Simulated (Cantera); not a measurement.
Input (Python, Cantera) and output of one run.

```python
import numpy as np
import cantera as ct

gas_names = """
    CL CLO CL2 Fe FeCL FeCL2 FeCL3 FeO Fe(OH)2 Fe2CL4 Fe2CL6 H HCL HOCL HO2 H2 H2O H2O2 O OH O2 O3
""".split()
cond_names = """
    Fe(a) Fe(c) Fe(d) Fe(L) FeCL2(s) FeCL2(L) FeCL3(s) FeCL3(L) FeO(s) FeO(L) Fe(OH)2(s) Fe(OH)3(s)
    Fe2O3(s) Fe3O4(s) H2O(s) H2O(L)
""".split()


# ... load() reads the species with a 1 bar reference pressure and builds the phases ...
atoms = {
    'FeCl3': {'Fe': 1, 'CL': 3},
    'H2O': {'H': 2, 'O': 1},
    'H2': {'H': 2},
}
top_T = {'Fe2O3(s)': 1830, 'Fe3O4(s)': 1870}  # K; cautious upper limits of use, not melting points


# ... equilibrate(T, P, feed) seeds the gas with the atoms and calls Mixture.equilibrate('TP', solver="vcs", rtol=1e-11, max_steps=5000) ...
results = []
feed = {'FeCl3': 1, 'H2O': 1.7, 'H2': 110}  # mol
P = 1333.22  # Pa
for T in [1075, 1175, 1275, 1375, 1475, 1575, 1675, 1775, 1875, 1975, 2075]:
    mix = equilibrate(T, P, feed)
    results.append((T, P, feed, dict(zip(mix.species_names, mix.species_moles))))
    x = sorted(zip(gas.X, gas.species_names), reverse=True)
    print(f"T = {T:g} K  P = {P:g} Pa  gas = {mix.phase_moles(0):.4g} mol")
    print("   x: " + "  ".join(f"{s} {v:.3e}" for v, s in x if v > 0.0001))
    print("   condensed (mol): " + ("  ".join(f"{mix.phase(i).name} {mix.phase_moles(i):.4g}"
          for i in range(1, mix.n_phases) if mix.phase_moles(i) > 1e-12) or "none"))
```

Result:

```
T = 1075 K  P = 1333.22 Pa  gas = 113.2 mol
   x: H2 9.587e-01  HCL 2.615e-02  H2O 1.502e-02  FeCL2 1.744e-04
   condensed (mol): Fe(a) 0.9803
T = 1175 K  P = 1333.22 Pa  gas = 113.2 mol
   x: H2 9.587e-01  HCL 2.601e-02  H2O 1.502e-02  FeCL2 2.453e-04
   condensed (mol): Fe(a) 0.9722
T = 1275 K  P = 1333.22 Pa  gas = 113.2 mol
   x: H2 9.588e-01  HCL 2.586e-02  H2O 1.502e-02  FeCL2 3.220e-04
   condensed (mol): Fe(c) 0.9635
T = 1375 K  P = 1333.22 Pa  gas = 113.2 mol
   x: H2 9.589e-01  HCL 2.569e-02  H2O 1.502e-02  FeCL2 4.034e-04
   condensed (mol): Fe(c) 0.9543
T = 1475 K  P = 1333.22 Pa  gas = 113.2 mol
   x: H2 9.589e-01  HCL 2.552e-02  H2O 1.502e-02  FeCL2 4.872e-04  H 1.100e-04
   condensed (mol): Fe(c) 0.9441
T = 1575 K  P = 1333.22 Pa  gas = 113.2 mol
   x: H2 9.587e-01  HCL 2.535e-02  H2O 1.501e-02  FeCL2 5.709e-04  H 3.524e-04
   condensed (mol): Fe(c) 0.9295
T = 1675 K  P = 1333.22 Pa  gas = 113.3 mol
   x: H2 9.579e-01  HCL 2.515e-02  H2O 1.500e-02  H 9.842e-04  FeCL2 6.522e-04  Fe 3.114e-04
   condensed (mol): Fe(d) 0.8907
T = 1775 K  P = 1333.22 Pa  gas = 113.5 mol
   x: H2 9.553e-01  HCL 2.492e-02  H2O 1.497e-02  H 2.450e-03  Fe 1.528e-03  FeCL2 7.261e-04
   condensed (mol): Fe(d) 0.7437
T = 1875 K  P = 1333.22 Pa  gas = 114.2 mol
   x: H2 9.480e-01  HCL 2.461e-02  H2O 1.488e-02  Fe 6.085e-03  H 5.527e-03  FeCL2 7.675e-04  CL 1.087e-04
   condensed (mol): Fe(L) 0.2162
T = 1975 K  P = 1333.22 Pa  gas = 114.8 mol
   x: H2 9.396e-01  HCL 2.520e-02  H2O 1.478e-02  H 1.149e-02  Fe 8.352e-03  FeCL2 3.441e-04  CL 2.302e-04
   condensed (mol): none
T = 2075 K  P = 1333.22 Pa  gas = 115.5 mol
   x: H2 9.287e-01  HCL 2.527e-02  H 2.223e-02  H2O 1.467e-02  Fe 8.523e-03  CL 4.465e-04  FeCL2 1.239e-04
   condensed (mol): none
```

These are equilibrium values from Cantera (NASA tables, ideal gas, pure condensed phases), not measurements of a reactor.
